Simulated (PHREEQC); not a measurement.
Solution (25 °C and 500 atm): 1.5 mmol/kgw FeCl3, 86 mmol/kgw H2SO4 and 30 mmol/kgw Na2SO4. Closed to the air; pH follows from the charge balance.

Equilibrium calculation in PHREEQC: ion-association model, phreeqc.dat.

This is a speciation only: nothing precipitates in the calculation.

Problem. Estimate the pH, ionic strength.

Solution. pH 1.10; ionic strength 0.197 mol/kgw.

Problem. In which forms is Na present?

Solution. Na+ 94 %, NaSO4- 5.5 % of the Na.

Under pressure, the constants of complexes without a molar volume in the database are unreliable.
